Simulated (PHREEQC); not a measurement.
Model water analysis in mmol/kgw, 55 °C, pH 6.53, pe 11.8:

```json
[
 {"constituent": "Na", "mmol/kgw": "347"},
 {"constituent": "K", "mmol/kgw": "0.507"},
 {"constituent": "Ca", "mmol/kgw": "49.3"},
 {"constituent": "Mg", "mmol/kgw": "26"},
 {"constituent": "Cl", "mmol/kgw": "513"},
 {"constituent": "S(6)", "mmol/kgw": "2.24"},
 {"constituent": "Alkalinity (meq/kgw)", "mmol/kgw": "0.051"},
 {"constituent": "Si", "mmol/kgw": "0.805"},
 {"constituent": "O(0) (counted as O atoms)", "mmol/kgw": "0.52"}
]
```

Valence states are taken as typed.

Model: ion-association model, wateq4f.dat, run in PHREEQC.

No solid was allowed to form.

**Question.** Order these C species by the share of C that they hold, largest first: MgHCO3+, HCO3-, CO2, NaHCO3, CaHCO3+.

**Answer.** HCO3- (58 %), CO2 (20 %), CaHCO3+ (11 %), MgHCO3+ (6.2 %), NaHCO3 (4.6 %)

The pH is 6.53 and the ionic strength 0.581 mol/kgw. The solution is supersaturated, for example in Quartz (slow to form), Chalcedony (slow to form), so a real one may precipitate; this is no full list. Species that the database lacks are ignored. Constants without temperature data keep their 25 °C values here.
